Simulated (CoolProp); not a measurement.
Saturation properties of R1336mzz(Z).

Computed with CoolProp (reference Helmholtz-energy equation of state, McLinden 2020).

```json
[
 {"T (K)": "329.9", "p (MPa)": "0.2216", "liquid density (kg/m³)": "1278", "vapour density (kg/m³)": "___", "enthalpy of vaporisation (kJ/kg)": "153.0"},
 {"T (K)": "336.2", "p (MPa)": "0.2680", "liquid density (kg/m³)": "1259", "vapour density (kg/m³)": "17.50", "enthalpy of vaporisation (kJ/kg)": "___"},
 {"T (K)": "342.5", "p (MPa)": "0.3214", "liquid density (kg/m³)": "1240", "vapour density (kg/m³)": "20.92", "enthalpy of vaporisation (kJ/kg)": "146.2"},
 {"T (K)": "348.7", "p (MPa)": "0.3816", "liquid density (kg/m³)": "___", "vapour density (kg/m³)": "24.80", "enthalpy of vaporisation (kJ/kg)": "142.7"},
 {"T (K)": "355", "p (MPa)": "___", "liquid density (kg/m³)": "1201", "vapour density (kg/m³)": "29.33", "enthalpy of vaporisation (kJ/kg)": "138.9"},
 {"T (K)": "361.3", "p (MPa)": "0.5301", "liquid density (kg/m³)": "1180", "vapour density (kg/m³)": "___", "enthalpy of vaporisation (kJ/kg)": "135.0"},
 {"T (K)": "367.6", "p (MPa)": "___", "liquid density (kg/m³)": "1159", "vapour density (kg/m³)": "40.53", "enthalpy of vaporisation (kJ/kg)": "___"},
 {"T (K)": "373.9", "p (MPa)": "0.7188", "liquid density (kg/m³)": "___", "vapour density (kg/m³)": "47.40", "enthalpy of vaporisation (kJ/kg)": "126.5"}
]
```

**Question.** Some entries are withheld; supply them.

**Answer.** 
- 329.9, vapour density (kg/m³): 14.55
- 336.2, enthalpy of vaporisation (kJ/kg): 149.7
- 348.7, liquid density (kg/m³): 1221
- 355, p (MPa): 0.4513
- 361.3, vapour density (kg/m³): 34.54
- 367.6, p (MPa): 0.6191
- 367.6, enthalpy of vaporisation (kJ/kg): 130.9
- 373.9, liquid density (kg/m³): 1136

It boils at 306.6 K under 1 atm.
